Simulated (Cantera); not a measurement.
# Thermodynamics of boron, boron nitride and boron oxide, feed B + H₂O + H₂

Charge: 1 mol B, 0.084 mol H₂O, 120 mol H₂, at 1477 °C and 0.00133 bar.

These are equilibrium values from Cantera (NASA tables, ideal gas, pure condensed phases), not measurements of a reactor. Candidate condensed phases: B, B₂O₃, B₃O₃H₃, H₂O; 23 gas species. The tables' values for BH₂ are old estimates; treat these amounts as uncertain. Rates play no part.

The x(H₂) is 0.993, the x(H) is 0.00635 and the x(HBO) is 0.000619. The x(BH₂) is 8.95e-5. The x(BO) is 7.46e-5. The x(B₂O₂) is 1.61e-6 and the n(B(s)) comes out as 0.905 mol. The gas amount comes out as 120.5 mol and the log10 activity of B₃O₃H₃(s) (absent) comes out as -20.05.
